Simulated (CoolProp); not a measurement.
Propylene at 298.15 K and 0.199 MPa is compressed adiabatically to 1.15 MPa with isentropic efficiency 0.75. Each further row changes one setting.

Values from CoolProp's reference Helmholtz-energy equation of state, Lemmon 2013.

| case | work (kJ/kg) | final temperature (K) | final density (kg/m³) |
|---|---|---|---|
| as stated | 146 | 391.5 | 16.0 |
| efficiency 1 | 110 | 372.8 | 17.1 |
| efficiency 0.65 | 169 | 402.8 | 15.5 |
